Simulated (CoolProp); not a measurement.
Vapour-liquid equilibrium of R143a (1) + R134a (2) at 0.0938 MPa; x and y are mole fractions of (1).

Values from CoolProp's multi-fluid Helmholtz-energy mixture model, Lemmon and Jacobsen 2000 and Tillner-Roth 1994; pair parameters Lemmon 2004.

Give the bubble temperature and the first vapour's composition at x = 0.2, 0.275, 0.95. Is there an azeotrope?

x = 0.2: -33.5 °C, y = 0.386; x = 0.275: -35.4 °C, y = 0.491; x = 0.95: -48.1 °C, y = 0.981. No azeotrope shows between x = 0.05 and 0.95.

The pair parameters rest on a limited set of measurements; away from them the model extrapolates.
